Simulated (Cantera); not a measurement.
A Cantera script and what it prints.

```python
import numpy as np
import cantera as ct

gas_names = """
    B BF BF2 BF3 BH BHF2 BH2 BH3 BN B2 F F2 H HF H2 H2F2 H3F3 H4F4 H5F5 H6F6 H7F7 N NF NF2 NF3 NH NH2
    NH3 N2 N2H2 N2H4
""".split()
cond_names = """
    B(b) B(L) BN(s)
""".split()


# ... load() reads the species with a 1 bar reference pressure and builds the phases ...
atoms = {
    'BF3': {'B': 1, 'F': 3},
    'NH3': {'N': 1, 'H': 3},
}
top_T = {'BN(s)': 3200}  # K; cautious upper limits of use, not melting points


# ... equilibrate(T, P, feed) seeds the gas with the atoms and calls Mixture.equilibrate('TP', solver="vcs", rtol=1e-11, max_steps=5000) ...
results = []
feed = {'BF3': 1, 'NH3': 0.41}  # mol
T = 1073  # K
P = 110  # Pa
mix = equilibrate(T, P, feed)
results.append((T, P, feed, dict(zip(mix.species_names, mix.species_moles))))
print(gas.report(threshold=1e-06))
for i in range(1, mix.n_phases):
    print(f"{mix.phase(i).name:16s} {mix.phase_moles(i):12.5e} mol")
```

Result:

```
       temperature   1073 K
          pressure   110 Pa
           density   0.00050498 kg/m^3
  mean mol. weight   40.956 kg/kmol
   phase of matter   gas

                          1 kg             1 kmol
                     ---------------   ---------------
          enthalpy       -1.4237e+07        -5.831e+08  J
   internal energy       -1.4455e+07       -5.9202e+08  J
           entropy            8130.4        3.3299e+05  J/K
    Gibbs function       -2.2961e+07        -9.404e+08  J
 heat capacity c_p            1362.4             55799  J/K
 heat capacity c_v            1159.4             47485  J/K

                      mass frac. Y      mole frac. X     chem. pot. / RT
                     ---------------   ---------------   ---------------
               BF2        6.5143e-06        5.4663e-06           -117.91
               BF3           0.90026           0.54377           -169.43
              BHF2        0.00019898         0.0001636           -130.72
                HF         0.0081504          0.016685           -64.321
                H2          0.016219           0.32949           -25.606
                N2          0.075162           0.10988           -34.068
     [  +25 minor]         1.764e-08        2.6943e-07

B(b)              0.00000e+00 mol
BN(s)             1.00197e-02 mol
```

Method: chemical equilibrium by Gibbs-energy minimisation in Cantera with the NASA 1993 tables (ideal gas, pure condensed phases).
